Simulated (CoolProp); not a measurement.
Vapour-liquid equilibrium of isobutane (1) + acetone (2) at 274.5 K; x and y are mole fractions of (1).

Computed with CoolProp (multi-fluid Helmholtz-energy mixture model, Bücker 2006 and Lemmon 2006; pair parameters Bell 2016).

```csv
x,bubble pressure (MPa),y at the bubble point,dew pressure at overall composition x (MPa),liquid density (mol/L)
0.05,0.05013,…,0.01051,13.69
0.125,…,0.898,0.01141,13.31
0.2,…,0.923,0.01248,12.94
0.275,0.1335,0.934,0.01376,12.58
0.35,0.1408,0.938,0.01533,12.24
0.425,0.1438,…,0.01731,11.91
0.5,0.1448,0.941,0.01988,11.60
0.575,0.1451,0.941,0.02333,11.30
0.65,0.1457,0.942,0.02825,11.02
0.725,0.1473,0.944,0.03579,10.76
0.8,0.1502,0.949,0.04880,…
0.875,0.1546,0.960,0.07647,10.29
0.95,…,0.979,0.1506,10.09
```

Fill in the missing entries.


- 0.05, y at the bubble point: 0.805
- 0.125, bubble pressure (MPa): 0.09272
- 0.2, bubble pressure (MPa): 0.1189
- 0.425, y at the bubble point: 0.940
- 0.8, liquid density (mol/L): 10.52
- 0.95, bubble pressure (MPa): 0.1603

No azeotrope shows between x = 0.05 and 0.95.

The pair parameters rest on a limited set of measurements; away from them the model extrapolates. With so large a gap from Raoult's law the liquid may split in two, which this calculation doesn't test in full.
